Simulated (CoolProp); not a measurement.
R143a at 387.77 K and 0.576 MPa flows at 3.8 m/s in a round tube of 25 mm bore and 0.25 µm roughness, fully developed (64/Re and Nu = 3.66 if laminar; Colebrook and Gnielinski if turbulent). Each further row changes one setting.

Computed with CoolProp (reference Helmholtz-energy equation of state, Lemmon and Jacobsen 2000).

| case | Reynolds number | Darcy friction factor | pressure drop (Pa/m) | heat-transfer coefficient (W/(m² K)) | mass flow (kg/h) |
|---|---|---|---|---|---|
| as stated | 102000 | 0.0180 | 81.0 | 174 | 105 |
| velocity 7.6 m/s | 204000 | 0.0157 | 282 | 301 | 210 |
| diameter 50 mm | 204000 | 0.0156 | 35.2 | 150 | 419 |

Viscosity comes from a separate model (Klein 1997), an estimate that may be off by 10 % or more. Thermal conductivity comes from a separate model (McLinden 2000), an estimate that may be off by 10 % or more.
